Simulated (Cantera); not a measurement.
Input: 1 mol FeS, 1.4 mol H2S, 0.043 mol CO2, equilibrated at 1602 °C and 68.0 mbar.

Equilibrium computed with Cantera from the NASA thermochemical tables; the gas is ideal and each condensed phase is pure. Candidate condensed phases: C, C6H6, C7H8, C8H18, Fe, Fe(CO)5, FeO, Fe(OH)2, Fe(OH)3, FeS, FeSO4, FeS2, Fe2O3, Fe2(SO4)3, Fe3O4, H2O, H2SO4, S; 127 gas species. FeS: taken at fixed stoichiometry. Rates play no part.

Base state: H2 0.574, S2 0.290, H2S 0.0684, SH 0.0217, CO 0.0204, H2O 0.0198, S 0.00274, H 0.00190 (mole fractions); condensed: FeS(l).

### Question
What changes in the equilibrium state with this change: FeS replaced by MgCO3?

### Answer
```csv
species,before,after
CO,0.0204,0.267
H2,0.574,0.216
H2O,0.0198,0.198
SO2,4.97e-5,0.0280
CO2,0.000171,0.0597
SO,0.000608,0.0128
H2S,0.0684,0.0204
SH,0.0217,0.0105
S2,0.290,0.182
Fe,0.000256,0
Mg,0,3.60e-5
S2O,6.66e-5,0.00111
OH,5.11e-6,8.36e-5
COS,8.64e-5,0.000895
"FeS(l), mol",0.999,0
"MgO(s), mol",0,1.000
```
Further candidate phases: Mg, MgCO3, MgO, Mg(OH)2, MgS, MgSO4.
